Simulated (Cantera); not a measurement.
**Chemical vapour transport: Al + Cl2 + H2**

Charge: 1 mol Al, 0.27 mol Cl2, 6.1 mol H2, equilibrated at 1.50 bar.

Method: chemical equilibrium by Gibbs-energy minimisation in Cantera with the NASA 1993 tables (ideal gas, pure condensed phases). Candidate condensed phases: Al, AlCl3; 12 gas species. The tables' values for AlCl2 are old estimates; treat these amounts as uncertain. The numbers say what is thermodynamically allowed, not how fast it happens.

From 1400 K to 1700 K the condensed part is Al(l). The main Al-bearing gas is AlCl throughout. The share of Al in condensed phases is highest at 1400 K (56.1 %) and lowest at 1700 K (46.9 %).

```json
[
 {"T (K)": "1400", "x H2": "0.932", "x AlCl": "0.0573", "x AlCl3": "0.00495", "x AlCl2": "0.00494", "n Al(l)": "0.561"},
 {"T (K)": "1450", "x H2": "0.927", "x AlCl": "0.0658", "x AlCl3": "0.00247", "x AlCl2": "0.00414", "n Al(l)": "0.523"},
 {"T (K)": "1500", "x H2": "0.924", "x AlCl": "0.0714", "x AlCl3": "0.00112", "x AlCl2": "0.00320", "n Al(l)": "0.500"},
 {"T (K)": "1550", "x H2": "0.922", "x AlCl": "0.0748", "x AlCl3": "0.000489", "x AlCl2": "0.00238", "n Al(l)": "0.486"},
 {"T (K)": "1600", "x H2": "0.921", "x AlCl": "0.0768", "x AlCl3": "0.000215", "x AlCl2": "0.00174", "n Al(l)": "0.478"},
 {"T (K)": "1650", "x H2": "0.920", "x AlCl": "0.0781", "x AlCl3": "9.72e-5", "x AlCl2": "0.00127", "n Al(l)": "0.472"},
 {"T (K)": "1700", "x H2": "0.919", "x AlCl": "0.0788", "x AlCl3": "4.55e-5", "x AlCl2": "0.000944", "n Al(l)": "0.469"}
]
```
x: gas mole fraction; n: condensed amount in mol.
